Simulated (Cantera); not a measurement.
A perfectly stirred reactor is fed with H2 : O2 : N2 : H2O = 1 : 0.526 : 1.98 : 0.22 (molar parts), equivalence ratio 0.95, at 0.890 bar; it is adiabatic with a 600 K inlet, and is followed from long to short residence time, starting on the burning branch (τ in s: 0.021, 0.01, 0.0051, 0.0025, 0.0012, 0.0006, 0.00029, 0.00014, 7e-05, 3.4e-05, 1.7e-05, 8.2e-06).

Computed with Cantera and the H2/O2 subset of GRI-Mech 3.0, which has no nitrogen chemistry.

Q: What does this change do: pressure from 0.890 bar to 5.00 bar?

A: 
| quantity | before | after |
|---|---|---|
| blow-out, bracketed by the residence times tried | burning at 17.0 µs, out at 8.20 µs | burning at 8.20 µs, the shortest tried |
| x(H2) at τ = 21.0 ms | 0.0146 | 0.00790 |
| x(O2) at τ = 21.0 ms | 0.0126 | 0.0100 |
| x(H2O) at τ = 21.0 ms | 0.352 | 0.364 |
| x(HO2) at τ = 21.0 ms | 2.53e-6 | 3.73e-6 |
| x(O) at τ = 21.0 ms | 0.00123 | 0.000523 |
| x(H2) at τ = 0.290 ms | 0.0394 | 0.0165 |
| x(O2) at τ = 0.290 ms | 0.0252 | 0.0136 |
| x(H2O) at τ = 0.290 ms | 0.303 | 0.350 |
| x(HO2) at τ = 0.290 ms | 1.13e-5 | 9.00e-6 |
| x(O) at τ = 0.290 ms | 0.00696 | 0.00127 |
The hydrogen kinetics of GRI-Mech 3.0 are dated; newer H2 mechanisms differ, most at raised pressure.

Q: What does this change do: inlet temperature 600 to 700 K?

A: 
| quantity | before | after |
|---|---|---|
| blow-out, bracketed by the residence times tried | burning at 17.0 µs, out at 8.20 µs | burning at 17.0 µs, out at 8.20 µs |
| x(H2) at τ = 21.0 ms | 0.0146 | 0.0169 |
| x(O2) at τ = 21.0 ms | 0.0126 | 0.0133 |
| x(H2O) at τ = 21.0 ms | 0.352 | 0.348 |
| x(HO2) at τ = 21.0 ms | 2.53e-6 | 2.92e-6 |
| x(O) at τ = 21.0 ms | 0.00123 | 0.00155 |
| x(H2) at τ = 0.290 ms | 0.0394 | 0.0408 |
| x(O2) at τ = 0.290 ms | 0.0252 | 0.0254 |
| x(H2O) at τ = 0.290 ms | 0.303 | 0.300 |
| x(HO2) at τ = 0.290 ms | 1.13e-5 | 1.03e-5 |
| x(O) at τ = 0.290 ms | 0.00696 | 0.00746 |
